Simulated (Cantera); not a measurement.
Cantera run, input and output.

```python
import numpy as np
import cantera as ct

gas = ct.Solution("gri30.yaml")
gas.TPX = 2125, 1333, {'CH4': 0.018, 'H2': 1, 'H': 0.031}
reactor = ct.IdealGasConstPressureReactor(gas, energy="off", clone=False)
net = ct.ReactorNet([reactor])
net.rtol, net.atol = 1e-08, 1e-18
show = ['CH4', 'H2', 'H', 'C2H', 'C2H4']
times = np.geomspace(1e-05, 8, 12)

steps = ct.SolutionArray(gas, extra=["t"])
rows = []
print(f"{'t/s':>10s}{'T/K':>9s}{'P/Pa':>11s}" + "".join(f"{s:>11s}" for s in show))
for t in times:
    while net.time < t:
        t_next = net.step()
        steps.append(gas.state, t=t_next)
    rows.append([np.interp(t, steps.t, y) for y in (steps.T, steps.P, *steps(*show).X.T)])
    print(f"{t:10.3e}{rows[-1][0]:9.1f}{rows[-1][1]:11.4g}" + "".join(f"{x:11.3e}" for x in rows[-1][2:]))
rate = np.gradient(steps.T, steps.t)
print("integrator steps:", len(steps.t))
if steps.T.max() > steps.T[0] + 200:
    print(f"time of steepest temperature rise: {steps.t[rate.argmax()]:.4e} s")
gas.TPX = 2125, 1333, {'CH4': 0.018, 'H2': 1, 'H': 0.031}
gas.equilibrate("TP")
print(f"equilibrium (TP): T = {gas.T:.1f} K  " + "  ".join(f"{s} {gas[s].X[0]:.3e}" for s in show))
```

It prints:

```
       t/s      T/K       P/Pa        CH4         H2          H        C2H       C2H4
 1.000e-05   2125.0       1333  1.399e-02  9.565e-01  2.636e-02  8.473e-11  1.281e-06
 3.441e-05   2125.0       1333  1.185e-02  9.587e-01  2.416e-02  5.823e-09  2.589e-05
 1.184e-04   2125.0       1333  1.122e-02  9.597e-01  2.345e-02  1.033e-07  1.185e-04
 4.073e-04   2125.0       1333  1.033e-02  9.616e-01  2.234e-02  5.876e-07  1.315e-04
 1.401e-03   2125.0       1333  8.297e-03  9.656e-01  2.005e-02  1.520e-06  7.774e-05
 4.822e-03   2125.0       1333  5.261e-03  9.703e-01  1.756e-02  2.485e-06  2.826e-05
 1.659e-02   2125.0       1333  2.408e-03  9.731e-01  1.677e-02  3.302e-06  6.399e-06
 5.708e-02   2125.0       1333  7.330e-04  9.728e-01  1.826e-02  4.168e-06  1.210e-06
 1.964e-01   2125.0       1333  1.588e-04  9.700e-01  2.140e-02  5.126e-06  5.473e-07
 6.758e-01   2125.0       1333  2.965e-05  9.654e-01  2.610e-02  6.333e-06  4.352e-07
 2.325e+00   2125.0       1333  9.535e-06  9.611e-01  3.044e-02  7.415e-06  3.807e-07
 8.000e+00   2125.0       1333  8.669e-06  9.605e-01  3.105e-02  7.568e-06  3.742e-07
integrator steps: 1339
equilibrium (TP): T = 2125.0 K  CH4 8.706e-06  H2 9.605e-01  H 3.105e-02  C2H 7.568e-06  C2H4 3.742e-07
```

Computed with Cantera and GRI-Mech 3.0 (53 species, 325 reactions). GRI-Mech 3.0 stops at C3 and has no aromatics, soot or wall deposition, so with more carbon than oxygen in the feed, carbon stays in small species such as C2H2 where larger ones or solid carbon would form. Radical loss at walls, strong at low pressure, is not modelled.
